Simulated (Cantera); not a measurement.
Charge: 1 mol C₂H₆, 17 mol H₂, at 2598.15 K and 26.3 Torr.

Cantera equilibrium calculation (NASA polynomials, part measured and part estimated; ideal gas, pure solids and liquids). Candidate condensed phases: C, C₆H₆, C₇H₈, C₈H₁₈; 76 gas species. Rates play no part.

Base state: H₂ 0.804, H 0.183, C₂H₂ (acetylene) 0.0129, C₂H 0.000258, C₄H₂ 8.64e-5, C₃ 6.16e-5, C 1.74e-5, C₂H₂ (vinylidene) 1.39e-5 (mole fractions); condensed: C(graphite).

**Question.** What changes in the equilibrium state with this change: pressure from 26.3 Torr to 75.0 Torr?

**Answer.** 
```
species            before    after
----------------  -------  -------
H₂                  0.804    0.873
H                   0.183    0.113
C₂H₂ (acetylene)   0.0129   0.0141
C                 1.74e-5  6.09e-6
C₃                6.16e-5  2.16e-5
C(graphite), mol     1.41     1.39
```
